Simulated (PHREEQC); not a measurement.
AlCl3 is added in steps, without added water, to 1 kg of water holding 41 mmol/kgw SrCl2, 80 mmol/kgw Na2SO4 and 0.15 mmol/kgw KCl, at 20 °C. O2 is buffered at 0.21 atm. The system is closed to CO2. Solids allowed: Celestite, Al(OH)3(a), Basaluminite, Halite, Mirabilite, AlumK. Others were left out.

Base run: PHREEQC, ion-association model, wateq4f.dat. Each further column changes one thing. The table gives Sr in solution (mol/kgw).

```tsv
AlCl3 added (mol)	base	metal-ligand complexes left out	all activity coefficients set to 1	database phreeqc.dat	Debye-Hückel limiting law
0	0.000116	6.33e-5	5.42e-5	0.000114	0.000445
0.006667	0.000133	7.15e-5	5.74e-5	0.000130	0.000627
0.01667	0.000170	8.26e-5	6.60e-5	0.000167	0.00105
0.02333	0.000205	8.95e-5	7.72e-5	0.000200	0.00145
0.03333	0.000270	9.92e-5	0.000116	0.000264	0.00228
0.04	0.000321	0.000105	0.000172	0.000314	0.00302
0.04667	0.000375	0.000111	0.000256	0.000368	0.00397
0.05667	0.000462	0.000119	0.000408	0.000452	0.00584
0.06333	0.000521	0.000124	0.000516	0.000510	0.00746
0.07333	0.000609	0.000131	0.000681	0.000597	0.0106
0.08	0.000668	0.000136	0.000792	0.000655	0.0133
```

 The ionic strength passes 0.7 mol/kgw, the rough limit of the ion-association models, in part of: Debye-Hückel limiting law. phreeqc.dat and wateq4f.dat share most of their constants, so their agreement is no independent check. Solids allowed in the column 'database phreeqc.dat': Celestite, Al(OH)3(a), Halite, Sylvite.
